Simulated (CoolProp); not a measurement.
Properties of chlorine along the isobar 5.27 bar.

The numbers come from the reference Helmholtz-energy equation of state, Thol 2021 in CoolProp.

```csv
T (K),phase,density (kg/m³),cp (kJ/(kg K))
332.6,gas,14.19,[?]
339.1,gas,13.87,0.5305
345.5,gas,13.58,[?]
352,gas,13.29,0.5274
358.5,gas,13.02,0.5261
364.9,gas,[?],[?]
371.4,gas,[?],0.5239
377.8,gas,[?],0.5230
384.3,gas,[?],0.5223
390.8,gas,11.83,0.5216
397.2,gas,11.62,0.5210
403.7,gas,11.42,0.5204
410.2,gas,11.22,0.5200
416.6,gas,11.03,0.5196
423.1,gas,10.85,0.5192
429.5,gas,10.68,[?]
```

Question: What belongs in the gaps?

Answer: 
- 332.6, cp (kJ/(kg K)): 0.5324
- 345.5, cp (kJ/(kg K)): 0.5288
- 364.9, density (kg/m³): 12.76
- 364.9, cp (kJ/(kg K)): 0.5249
- 371.4, density (kg/m³): 12.51
- 377.8, density (kg/m³): 12.28
- 384.3, density (kg/m³): 12.05
- 429.5, cp (kJ/(kg K)): 0.5189
